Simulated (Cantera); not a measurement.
An isothermal, constant-pressure homogeneous reactor starts with H2 : O2 = 0.015 : 1 (molar parts), equivalence ratio 0.0075, at 1250 K and 710 Pa.

Computed with Cantera and GRI-Mech 3.0 (53 species, 325 reactions). Radical loss at walls, strong at low pressure, is not modelled.

One state of this run: x H2 = 7.72e-5; x O2 = 0.973; x HO2 = 5.32e-7; x OH = 0.00124; x H = 0.000667; x H2O2 = 1.32e-8. x: mole fraction; the columns are a selection and need not sum to one.

Problem. Which value of t (s) does it belong to?
A. 40.0
B. 0.0126
C. 0.0949
D. 4.00e-6

Solution. C, 0.0949
